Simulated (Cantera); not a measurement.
A perfectly stirred reactor is fed with CO : H₂ : CH₄ : O₂ : N₂ = 1 : 0.045 : 0.18 : 0.929 : 3.49 (molar parts), at 10.0 bar; it is adiabatic with a 425 K inlet, and is followed from long to short residence time, starting on the burning branch (τ in s: 0.031, 0.012, 0.0047, 0.0018, 0.0007, 0.00027, 0.0001, 4.1e-05, 1.6e-05).

Cantera simulation using GRI-Mech 3.0 (53 species, 325 reactions); the numbers are that mechanism's predictions, not measurements.

One state of this run: T (K) = 1886; x CO = 0.0834; x H₂ = 0.00401; x CH₄ = 0.000396; x C₂H₆ = 3.53e-8; x NO₂ = 9.74e-8. x: mole fraction; the columns are a selection and need not sum to one.

Q: Which value of τ (s) does it belong to?
A) 0.00070
B) 1.6e-5
C) 0.00010
D) 0.012

A: B, 1.6e-5
